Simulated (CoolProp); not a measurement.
Computed with CoolProp (reference Helmholtz-energy equation of state, Thol 2016).

Problem. For hexamethyldisiloxane (MM), give the phase and the cv (kJ/(kg K)), speed of sound (m/s), Joule-Thomson coefficient (K/MPa), isothermal compressibility (1/MPa) at 620 K and 966 kPa; 620 K and 1610 kPa; 620 K and 2900 kPa.

Solution. 
- 620 K and 966 kPa: gas; cv 2.23, speed of sound 164, Joule-Thomson coefficient 5.84, isothermal compressibility 1.14
- 620 K and 1610 kPa: gas; cv 2.24, speed of sound 155, Joule-Thomson coefficient 6.18, isothermal compressibility 0.735
- 620 K and 2900 kPa: supercritical; cv 2.26, speed of sound 139, Joule-Thomson coefficient 6.50, isothermal compressibility 0.459
